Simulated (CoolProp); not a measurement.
Vapour-liquid equilibrium of ethylene (1) + propylene (2) at 0.726 MPa; x and y are mole fractions of (1).

Computed with CoolProp (multi-fluid Helmholtz-energy mixture model, Smukala 2000 and Lemmon 2013; pair parameters Bell 2016).

| x | bubble temperature, mixture model (°C) | bubble temperature, Raoult's law (°C) | y, mixture model | y, Raoult's law |
|---|---|---|---|---|
| 0.05 | -0.1 | -1.6 | 0.211 | 0.272 |
| 0.15 | -13.3 | -15.6 | 0.511 | 0.584 |
| 0.25 | -24.0 | -25.9 | 0.690 | 0.745 |
| 0.35 | -32.5 | -33.9 | 0.798 | 0.837 |
| 0.45 | -39.2 | -40.2 | 0.865 | 0.894 |
| 0.55 | -44.7 | -45.4 | 0.909 | 0.931 |
| 0.65 | -49.2 | -49.8 | 0.940 | 0.956 |
| 0.75 | -53.1 | -53.6 | 0.962 | 0.974 |
| 0.85 | -56.5 | -56.9 | 0.980 | 0.987 |
| 0.95 | -59.6 | -59.7 | 0.994 | 0.996 |

The largest gap from Raoult's law is +2.3 K in bubble temperature, at x = 0.15. No azeotrope shows between x = 0.05 and 0.95.

The pair parameters rest on a limited set of measurements; away from them the model extrapolates.
